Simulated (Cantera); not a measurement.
An isothermal, constant-pressure homogeneous reactor starts with NO : N₂ = 1 : 1.1 (molar parts), at 2175 K and 0.0316 atm.

Cantera simulation using GRI-Mech 3.0 (53 species, 325 reactions); the numbers are that mechanism's predictions, not measurements. Radical loss at walls, strong at low pressure, is not modelled.

Question: Predict: x(NO) at 2.00 s; x(N₂O) at 2.00 s; x(O) at 2.00 s; x(N₂) at 2.00 s; x(NO₂) at 2.00 s.

Answer: 
- x(NO) at 2.00 s = 0.0907 (gas-phase equilibrium 0.0122)
- x(N₂O) at 2.00 s = 2.12e-6 (gas-phase equilibrium 1.19e-7)
- x(O) at 2.00 s = 0.00566 (gas-phase equilibrium 0.00619)
- x(N₂) at 2.00 s = 0.714 (gas-phase equilibrium 0.753)
- x(NO₂) at 2.00 s = 2.02e-5 (gas-phase equilibrium 2.99e-6)
